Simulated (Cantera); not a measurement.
A freely propagating, adiabatic, planar premixed flame of CH₃OH : O₂ : N₂ = 1 : 1.25 : 5 (molar parts), equivalence ratio 1.2, unburnt at 425 K and 1.00 atm; mixture-averaged transport, grid criteria slope 0.08 and curve 0.16, no radiation.

Model: GRI-Mech 3.0 (53 species, 325 reactions), integrated in Cantera. GRI-Mech 3.0 was tuned for natural gas; its chemistry of methanol as a main component is partial and can be far from experiment. Burning velocities carry a grid error of a few per cent, more on coarse grids.

Task: What does this change do: inlet temperature 425 to 525 K?

Result: 
```tsv
quantity	before	after
laminar burning velocity	81.5 cm/s	116 cm/s
thermal thickness	0.268 mm	0.249 mm
peak x(H₂O₂)	0.00156	0.00159
peak x(H)	0.0129	0.0141
peak x(C₂H)	<1e-8	<1e-8
```
